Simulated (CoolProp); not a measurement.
Vapour-liquid equilibrium of toluene (1) + n-octane (2) at 0.0121 MPa; x and y are mole fractions of (1).

Computed with CoolProp (multi-fluid Helmholtz-energy mixture model, Lemmon 2006 and Beckmüller 2019; pair parameters Bell 2016).

```json
[
 {"x": "0.05", "bubble temperature, mixture model (K)": "334.9", "bubble temperature, Raoult's law (K)": "335.6", "y, mixture model": "0.111", "y, Raoult's law": "0.084"},
 {"x": "0.125", "bubble temperature, mixture model (K)": "332.8", "bubble temperature, Raoult's law (K)": "334.4", "y, mixture model": "0.248", "y, Raoult's law": "0.201"},
 {"x": "0.2", "bubble temperature, mixture model (K)": "331.1", "bubble temperature, Raoult's law (K)": "333.1", "y, mixture model": "0.358", "y, Raoult's law": "0.306"},
 {"x": "0.275", "bubble temperature, mixture model (K)": "329.6", "bubble temperature, Raoult's law (K)": "332.0", "y, mixture model": "0.448", "y, Raoult's law": "0.402"},
 {"x": "0.35", "bubble temperature, mixture model (K)": "328.3", "bubble temperature, Raoult's law (K)": "330.9", "y, mixture model": "0.524", "y, Raoult's law": "0.489"},
 {"x": "0.425", "bubble temperature, mixture model (K)": "327.2", "bubble temperature, Raoult's law (K)": "329.8", "y, mixture model": "0.590", "y, Raoult's law": "0.569"},
 {"x": "0.5", "bubble temperature, mixture model (K)": "326.3", "bubble temperature, Raoult's law (K)": "328.8", "y, mixture model": "0.648", "y, Raoult's law": "0.642"},
 {"x": "0.575", "bubble temperature, mixture model (K)": "325.5", "bubble temperature, Raoult's law (K)": "327.8", "y, mixture model": "0.701", "y, Raoult's law": "0.709"},
 {"x": "0.65", "bubble temperature, mixture model (K)": "324.9", "bubble temperature, Raoult's law (K)": "326.8", "y, mixture model": "0.751", "y, Raoult's law": "0.770"},
 {"x": "0.725", "bubble temperature, mixture model (K)": "324.3", "bubble temperature, Raoult's law (K)": "325.9", "y, mixture model": "0.801", "y, Raoult's law": "0.827"},
 {"x": "0.8", "bubble temperature, mixture model (K)": "323.8", "bubble temperature, Raoult's law (K)": "325.0", "y, mixture model": "0.850", "y, Raoult's law": "0.879"},
 {"x": "0.875", "bubble temperature, mixture model (K)": "323.3", "bubble temperature, Raoult's law (K)": "324.2", "y, mixture model": "0.902", "y, Raoult's law": "0.927"},
 {"x": "0.95", "bubble temperature, mixture model (K)": "323.0", "bubble temperature, Raoult's law (K)": "323.3", "y, mixture model": "0.959", "y, Raoult's law": "0.972"}
]
```

The largest gap from Raoult's law is -2.6 K in bubble temperature, at x = 0.425. No azeotrope shows between x = 0.05 and 0.95.

The pair parameters rest on a limited set of measurements; away from them the model extrapolates.
